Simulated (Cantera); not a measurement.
An isothermal plug-flow reactor at 575 K and 5.00 bar (inlet), inlet velocity 0.66 m/s, active area per volume 1100 1/m; feed H2 : O2 : N2 = 0.002 : 0.16 : 0.79 (molar parts), equivalence ratio 0.0063.

Detailed kinetics in Cantera: Deutschmann's 1995 Pt surface mechanism with GRI-Mech 3.0 gas chemistry. Catalytic surfaces can have several steady states; this one follows from the mechanism file's or the stated starting coverage. Mass transfer to the wall is taken as infinitely fast.

x: gas mole fraction; θ: surface coverage.

```tsv
z (m)	x H2	x O2	x H2O	θ free Pt	θ O*	θ OH*
0.00061	0.00132	0.168	0.000779	0.0126	0.983	0.00485
0.0013	0.000932	0.168	0.00117	0.00889	0.987	0.00446
0.0028	(withheld)	0.167	(withheld)	(withheld)	0.991	(withheld)
0.0061	(withheld)	0.167	0.00180	(withheld)	0.994	(withheld)
0.013	0.000154	0.167	0.00195	0.00149	0.996	0.00211
0.028	7.37e-5	0.167	0.00203	0.000732	0.998	0.00150
0.061	3.30e-5	0.167	0.00207	0.000370	0.999	0.00107
```

Problem. What belongs in the gaps?

Solution. 
- 0.0028, x H2: 0.000567
- 0.0028, x H2O: 0.00154
- 0.0028, θ free Pt: 0.00542
- 0.0028, θ OH*: 0.00374
- 0.0061, x H2: 0.000304
- 0.0061, θ free Pt: 0.00291
- 0.0061, θ OH*: 0.00288
